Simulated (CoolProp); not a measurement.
Toluene along the isobar 188 bar: fugacity coefficient from the reference equation and from simpler models built on Tc = 591.7 K, pc = 41.26 bar, ω = 0.266; each cubic takes its own stable root.

The numbers come from the reference Helmholtz-energy equation of state, Lemmon 2006 in CoolProp. It is a short technical equation, of lower accuracy than the large ones.

```json
[
 {"T (K)": "225.5", "phase": "liquid", "reference": "2.887e-6"},
 {"T (K)": "247", "phase": "liquid", "reference": "1.859e-5"},
 {"T (K)": "268.5", "phase": "liquid", "reference": "8.463e-5"},
 {"T (K)": "290", "phase": "liquid", "reference": "0.0002960"},
 {"T (K)": "311.5", "phase": "liquid", "reference": "0.0008432"},
 {"T (K)": "333", "phase": "liquid", "reference": "0.002042"},
 {"T (K)": "354.5", "phase": "liquid", "reference": "0.004342"},
 {"T (K)": "376.1", "phase": "liquid", "reference": "0.008323"},
 {"T (K)": "397.6", "phase": "liquid", "reference": "0.01457"},
 {"T (K)": "419.1", "phase": "liquid", "reference": "0.02371"},
 {"T (K)": "440.6", "phase": "liquid", "reference": "0.03630"},
 {"T (K)": "462.1", "phase": "liquid", "reference": "0.05274"}
]
```

Question: How far does each simpler model (van der Waals, Redlich-Kwong, Soave-Redlich-Kwong, Peng-Robinson) lie from the reference over these 12 states: mean and median of the absolute difference, and the worst?

Answer: 
- van der Waals: mean 17518.6 %, median 1548.4 %, worst +139248.8 % at 225.5 K and 188 bar
- Redlich-Kwong: mean 169.2 %, median 136.6 %, worst +395.0 % at 225.5 K and 188 bar
- Soave-Redlich-Kwong: mean 8.7 %, median 8.1 %, worst +15.7 % at 225.5 K and 188 bar
- Peng-Robinson: mean 5.5 %, median 0.8 %, worst +27.9 % at 225.5 K and 188 bar
